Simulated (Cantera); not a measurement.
**Equilibrium for abatement and gas-phase synthesis: HI + H₂O**

A closed system holds: 1 mol HI, 0.62 mol H₂O, held at 3250 °C.

Method: chemical equilibrium by Gibbs-energy minimisation in Cantera with the NASA 1993 tables (ideal gas, pure condensed phases). Candidate condensed phases: H₂O, I₂; 12 gas species. The ideal-gas law is rough above about 30 bar. Kinetics and transport are ignored.

From 10.0 Pa to 300 bar nothing is condensed.

| P (Pa) | log p H | log p I | log p H₂O | log p H₂ | log p O | log p HI | log p OH | log p I₂ | log p O₂ |
|---|---|---|---|---|---|---|---|---|---|
| 10 | -4.24 | -4.59 | -11.88 | -8.06 | -4.79 | -9.82 | -8.38 | -12.50 | -9.02 |
| 84 | -3.31 | -3.66 | -9.10 | -6.21 | -3.87 | -7.97 | -6.54 | -10.65 | -7.18 |
| 710 | -2.39 | -2.73 | -6.34 | -4.37 | -2.95 | -6.12 | -4.69 | -8.79 | -5.34 |
| 6000 | -1.51 | -1.78 | -3.70 | -2.61 | -2.07 | -4.29 | -2.94 | -6.88 | -3.58 |
| 50000 | -0.79 | -0.78 | -1.59 | -1.17 | -1.40 | -2.56 | -1.54 | -4.88 | -2.24 |
| 420000 | -0.25 | 0.22 | -0.15 | -0.09 | -1.04 | -1.03 | -0.64 | -2.88 | -1.52 |
| 3600000 | 0.22 | 1.15 | 0.96 | 0.86 | -0.87 | 0.38 | 0.00 | -1.01 | -1.18 |
| 30000000 | 0.66 | 1.99 | 1.96 | 1.73 | -0.75 | 1.65 | 0.55 | 0.66 | -0.94 |
log p: log10 of the partial pressure in bar; nothing condenses.
